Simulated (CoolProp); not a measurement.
Saturated liquid density (kg/m³) of propylene: the reference equation beside estimates from Tc = 91.1 °C, pc = 4.555 MPa, ω = 0.146.

Values from CoolProp's reference Helmholtz-energy equation of state, Lemmon 2013.

```csv
T (°C),reference,van der Waals,Redlich-Kwong,Soave-Redlich-Kwong
-85.15,654.7,411.2,609.9,614.1
-64.45,630.5,397.2,586.4,592.6
-43.65,605.1,382.0,560.1,568.2
-22.85,578.2,365.3,530.8,540.6
-2.15,549.3,346.8,497.9,509.0
18.65,517.0,325.8,460.1,471.9
39.45,479.7,301.2,415.8,427.5
60.15,433.3,270.8,361.6,371.9
80.95,362.2,226.5,284.3,290.6
```

Absolute difference from the reference over all 9 rows, mean and median: van der Waals 37.1 and 37.0 %, Redlich-Kwong 11.2 and 9.4 %, Soave-Redlich-Kwong 9.5 and 7.3 %.
